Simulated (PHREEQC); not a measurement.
A column of 0.1 m (30 cells, dispersivity 0.008 m, 60 s a shift, diffusion coefficient 3e-10 m²/s) holds 0.0051 eq of the database's cation exchanger X per kg of pore water, first in equilibrium with 0.0013 mol/kgw Na2SO4 and 1e-05 mol/kgw HCl. It is flushed with 0.015 mol LiCl and 1e-05 mol HCl per kg of water, at 25 °C. Values are for the last cell. No CO2 enters from the air. Nothing may precipitate in this run.

Model: ion-association model, phreeqc.dat, run in PHREEQC.

| pore volumes | Li in solution (mol/kgw) | Cl in solution (mol/kgw) | S in solution (mol/kgw) |
|---|---|---|---|
| 0 | 0 | 1.00e-5 | 0.00130 |
| 0.2167 | 0 | 1.01e-5 | 0.00130 |
| 0.3167 | 3.63e-10 | 3.18e-5 | 0.00130 |
| 0.5167 | 7.95e-6 | 0.000917 | 0.00122 |
| 0.7167 | 0.000479 | 0.00376 | 0.000975 |
| 0.8167 | 0.00132 | 0.00555 | 0.000820 |
| 1.017 | 0.00411 | 0.00890 | 0.000530 |
| 1.217 | 0.00720 | 0.0114 | 0.000315 |
| 1.317 | 0.00857 | 0.0123 | 0.000238 |
| 1.517 | 0.0108 | 0.0135 | 0.000132 |
| 1.717 | 0.0123 | 0.0142 | 7.07e-5 |
| 1.817 | 0.0128 | 0.0144 | 5.15e-5 |
| 2.017 | 0.0136 | 0.0147 | 2.70e-5 |
| 2.217 | 0.0141 | 0.0148 | 1.40e-5 |
| 2.317 | 0.0143 | 0.0149 | 1.00e-5 |
| 2.517 | 0.0146 | 0.0150 | 5.16e-6 |
| 2.717 | 0.0147 | 0.0150 | 2.63e-6 |
| 2.817 | 0.0148 | 0.0150 | 1.88e-6 |
| 3.017 | 0.0149 | 0.0150 | 9.56e-7 |
